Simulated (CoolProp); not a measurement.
Vapour-liquid equilibrium of CH2F2 (R32) (1) + isobutane (2) at 277.2 K; x and y are mole fractions of (1).

Computed with CoolProp (multi-fluid Helmholtz-energy mixture model, Tillner-Roth 1997 and Bücker 2006; pair parameters Bell 2016).

| x | bubble pressure (MPa) | y at the bubble point | dew pressure at overall composition x (MPa) | liquid density (mol/L) |
|---|---|---|---|---|
| 0.05 | 0.3661 | 0.500 | 0.1905 | 10.13 |
| 0.125 | 0.5806 | 0.687 | 0.2074 | 10.48 |
| 0.2 | ? | 0.754 | 0.2273 | ? |
| 0.275 | 0.8218 | 0.787 | 0.2514 | 11.25 |
| 0.35 | 0.8774 | 0.804 | 0.2809 | 11.69 |
| 0.425 | 0.9083 | 0.814 | 0.3180 | 12.19 |
| 0.5 | 0.9250 | ? | 0.3659 | 12.74 |
| 0.575 | 0.9350 | 0.825 | 0.4302 | 13.38 |
| 0.65 | 0.9430 | 0.829 | 0.5207 | 14.13 |
| 0.725 | 0.9515 | ? | 0.6560 | 15.01 |
| 0.8 | 0.9605 | 0.850 | 0.8640 | 16.06 |
| 0.875 | 0.9658 | 0.876 | 0.9658 | 17.32 |
| 0.95 | 0.9548 | 0.931 | 0.9474 | 18.84 |

What belongs in the gaps?


- 0.2, bubble pressure (MPa): 0.7279
- 0.2, liquid density (mol/L): 10.85
- 0.5, y at the bubble point: 0.820
- 0.725, y at the bubble point: 0.836

y crosses x between x = 0.875 and 0.95: the model has an azeotrope there.

The pair parameters rest on a limited set of measurements; away from them the model extrapolates. With so large a gap from Raoult's law the liquid may split in two, which this calculation doesn't test in full.
